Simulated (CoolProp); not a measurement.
Computed with CoolProp (reference Helmholtz-energy equation of state, Rui 2013).

Task: For R236EA, give the phase and the Z, cv (kJ/(kg K)), fugacity coefficient at 281.5 K and 1.33 MPa; 364.6 K and 2.54 MPa; 323.8 K and 0.634 MPa.

Result: 
- 281.5 K and 1.33 MPa: liquid; Z 0.0583, cv 0.876, fugacity coefficient 0.0838
- 364.6 K and 2.54 MPa: liquid; Z 0.107, cv 0.973, fugacity coefficient 0.431
- 323.8 K and 0.634 MPa: liquid; Z 0.0267, cv 0.914, fugacity coefficient 0.655
